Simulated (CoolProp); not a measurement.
Saturation properties of sulfur dioxide.

Model: reference Helmholtz-energy equation of state, Gao 2016, in CoolProp.

```csv
T (K),p (bar),liquid cp (kJ/(kg K)),surface tension (mN/m)
247,0.4660,1.358,31.7
260.5,0.8994,1.360,29.0
274,1.610,1.367,26.4
287.5,2.705,1.379,23.7
301,4.309,1.397,21.1
314.6,6.581,1.422,18.5
328.1,9.639,1.456,15.9
341.6,13.66,1.502,13.3
355.1,18.81,1.566,10.8
368.7,25.34,1.660,8.31
382.2,33.35,1.806,5.87
395.7,43.11,2.061,3.51
```

It boils at 263.1 K under 1 atm.

Surface tension comes from a separate correlation (Mulero 2012).
